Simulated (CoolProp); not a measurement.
Saturation properties of methanol.

Computed with CoolProp (reference Helmholtz-energy equation of state, de Reuck 1993).

| T (K) | p (MPa) | liquid density (kg/m³) | vapour Z | surface tension (mN/m) |
|---|---|---|---|---|
| 377.3 | 0.4025 | 706.2 | 0.8972 | 15.2 |
| 380.8 | 0.4476 | 702.2 | 0.8913 | 14.9 |
| 384.3 | 0.4968 | 698.1 | 0.8851 | 14.5 |
| 387.7 | 0.5487 | 694.0 | 0.8788 | 14.2 |
| 391.2 | 0.6065 | 689.7 | 0.8720 | 13.8 |
| 394.7 | 0.6692 | 685.4 | 0.8649 | 13.5 |
| 398.2 | 0.7369 | 680.9 | 0.8574 | 13.1 |
| 401.7 | 0.8099 | 676.4 | 0.8496 | 12.8 |
| 405.1 | 0.8863 | 671.9 | 0.8417 | 12.4 |
| 408.6 | 0.9708 | 667.1 | 0.8332 | 12.0 |
| 412.1 | 1.062 | 662.3 | 0.8243 | 11.6 |

It boils at 337.6 K under 1 atm.

Surface tension comes from a separate correlation (Mulero 2012).
